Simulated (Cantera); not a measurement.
Input (Python, Cantera) and output of one run.

```python
import numpy as np
import cantera as ct

gas_names = [...]  # 118 gases of nasa_gas.yaml made of C, Cl, F, H
cond_names = """
    C(gr) C6H6(L) C7H8(L) C8H18(L),n-octa
""".split()


# ... load() reads the species with a 1 bar reference pressure and builds the phases ...
atoms = {
    'CH3F': {'C': 1, 'H': 3, 'F': 1},
    'HCl': {'H': 1, 'CL': 1},
    'H2': {'H': 2},
}
top_T = {'C(gr)': 4500}  # K; cautious upper limits of use, not melting points


# ... equilibrate(T, P, feed) seeds the gas with the atoms and calls Mixture.equilibrate('TP', solver="vcs", rtol=1e-11, max_steps=5000) ...
results = []
feed = {'CH3F': 1, 'HCl': 0.022, 'H2': 2.2}  # mol
T = 750  # K
P = 2  # Pa
mix = equilibrate(T, P, feed)
results.append((T, P, feed, dict(zip(mix.species_names, mix.species_moles))))
print(gas.report(threshold=0.0001))
for i in range(1, mix.n_phases):
    print(f"{mix.phase(i).name:16s} {mix.phase_moles(i):12.5e} mol")
```

It prints:

```
       temperature   750 K
          pressure   2 Pa
           density   2.071e-06 kg/m^3
  mean mol. weight   6.4573 kg/kmol
   phase of matter   gas

                          1 kg             1 kmol
                     ---------------   ---------------
          enthalpy       -8.0257e+06       -5.1824e+07  J
   internal energy       -8.9914e+06        -5.806e+07  J
           entropy             40717        2.6292e+05  J/K
    Gibbs function       -3.8564e+07       -2.4902e+08  J
 heat capacity c_p            4562.4             29461  J/K
 heat capacity c_v            3274.8             21146  J/K

                      mass frac. Y      mole frac. X     chem. pot. / RT
                     ---------------   ---------------   ---------------
               HCL          0.029422          0.005211           -54.485
                HF           0.73387           0.23686           -77.991
                H2           0.23662           0.75789           -27.938
     [ +115 minor]        9.1165e-05        3.6693e-05

C(gr)             9.99845e-01 mol
```

Method: chemical equilibrium by Gibbs-energy minimisation in Cantera with the NASA 1993 tables (ideal gas, pure condensed phases).
